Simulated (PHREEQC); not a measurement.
2 g of hydrous ferric oxide (600 m²/g; 0.2 weak and 0.005 strong sites per Fe, Dzombak-Morel constants, diffuse double layer) in 1 kg of water with 0.001 mol/kgw of an inert sodium salt and 2.5e-05 mol PbCl2, at 25 °C; the pH is set by adding NaOH or the inert anion's acid. Oxygen is held at 0.21 atm. CO2 from the air is kept out. Precipitation was switched off in this run.

Base run: PHREEQC, ion-association model, wateq4f.dat. Each further column changes one thing. The table gives surface charge σ (C/m²).

```csv
pH,base,background salt from 0.001 to 0.0001 mol/kgw,oxide from 2 to 10 g/kgw,0.0012 mol/kgw SrCl2 added
4,0.140,0.110,0.200,0.189
4.38,0.101,0.070,0.147,0.147
5.12,0.050,0.026,0.070,0.083
5.5,0.034,0.015,0.045,0.060
5.88,0.023,0.009,0.028,0.042
6.62,0.010,0.004,0.011,0.020
7,0.006,0.002,0.006,0.013
7.38,0.004,0.001,0.004,0.008
8.12,0.000,0.000,0.000,0.001
8.5,-0.002,-0.001,-0.002,-0.002
8.88,-0.004,-0.001,-0.004,-0.003
9.62,-0.010,-0.005,-0.011,-0.008
10,-0.016,-0.008,-0.019,-0.013
```
